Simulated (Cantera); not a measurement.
# Thermodynamics of abatement and gas-phase synthesis, feed S + H2

A closed system holds: 1 mol S, 0.12 mol H2.

These are equilibrium values from Cantera (NASA tables, ideal gas, pure condensed phases), not measurements of a reactor. Candidate condensed phases: S; 7 gas species. The ideal-gas law is rough above about 30 bar. Equilibrium is a limit: real reactors are often held back by kinetics, nucleation or transport.

Map the stable condensed phases over T = 350, 500, 650, 800, 950, 1100, 1250, 1400, 1550, 1700 °C and P in Pa = 10, 120, 1400, 17000, 210000, 2500000, 30000000.


```
T in °C \ P in Pa
               10      120     1400    17000   210000  2500000 30000000
   1700         A        A        A        A        A        A        A
   1550         A        A        A        A        A        A        A
   1400         A        A        A        A        A        A        A
   1250         A        A        A        A        A        A        A
   1100         A        A        A        A        A        A        B
    950         A        A        A        A        A        A        B
    800         A        A        A        A        A        B        B
    650         A        A        A        A        A        B        B
    500         A        A        A        A        B        B        B
    350         A        A        A        A        B        B        B
```
A: gas only; B: S.
